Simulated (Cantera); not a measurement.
Input: 1 mol B2O3, 4.1 mol H2O, 57 mol H2, held at 2.20 mbar.

Method: chemical equilibrium by Gibbs-energy minimisation in Cantera with the NASA 1993 tables (ideal gas, pure condensed phases). Candidate condensed phases: B, B2O3, B3O3H3, H2O; 23 gas species. Gases not in the tables: H3BO3. Rates play no part. All values below are at 1273 K.

Base state: H2 0.927, H2O 0.0609, HBO2 0.0116, B2O3 3.94e-5, HBO 1.83e-5, H 1.46e-5 (mole fractions); condensed: B2O3(l).

Q: What changes in the equilibrium state with this change: B2O3 replaced by B2H6?

A: 
```tsv
species	before	after
H2	0.927	0.980
H2O	0.0609	0.0143
HBO2	0.0116	0.00563
HBO	1.83e-5	3.99e-5
H	1.46e-5	1.51e-5
B2O3(l), mol	0.639	0.815
```
The feed counts by its element totals alone.
